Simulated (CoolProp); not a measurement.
Computed with CoolProp (reference Helmholtz-energy equation of state, Lemmon 2006). It is a short technical equation, of lower accuracy than the large ones.

**Question.** Give the vapour pressure (MPa), vapour density (kg/m³), liquid cp (kJ/(kg K)) of saturated nitrous oxide at 225.9, 238.6, 251.3 K.

**Answer.** 
```json
[
 {"T (K)": "225.9", "p (MPa)": "0.720", "vapour density (kg/m³)": "18.8", "liquid cp (kJ/(kg K))": "1.81"},
 {"T (K)": "238.6", "p (MPa)": "1.13", "vapour density (kg/m³)": "29.3", "liquid cp (kJ/(kg K))": "1.87"},
 {"T (K)": "251.3", "p (MPa)": "1.70", "vapour density (kg/m³)": "44.1", "liquid cp (kJ/(kg K))": "1.97"}
]
```
